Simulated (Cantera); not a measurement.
Charge: 1 mol SiH₄, 0.12 mol C₂H₄, 82 mol H₂, equilibrated at 0.00180 bar.

These are equilibrium values from Cantera (NASA tables, ideal gas, pure condensed phases), not measurements of a reactor. Candidate condensed phases: C, C₆H₆, C₇H₈, C₈H₁₈, Si, SiC; 87 gas species. Mutual solubility and eutectic melting of coexisting phases are not modelled. Gases not in the tables: Si₂H₆ and higher silanes. Kinetics and transport are ignored.

Q: Which condensed phases are stable at each of these points (T (K)): 1450, 1600, 1750, 1900, 2050, 2200, 2350?

A: 
```tsv
T (K)	condensed phases	Si condensed (%)
1450	Si(s) + SiC(s)	100.0
1600	Si(s) + SiC(s)	99.5
1750	Si(l) + SiC(s)	92.2
1900	Si(l) + SiC(s)	33.9
2050	SiC(s)	18.7
2200	gas only	0.0
2350	gas only	0.0
```

From 1450 K to 1600 K the condensed part is Si(s) + SiC(s). From 1750 K to 1900 K the condensed part is Si(l) + SiC(s). At 2050 K the condensed part is SiC(s). From 2200 K to 2350 K nothing is condensed.
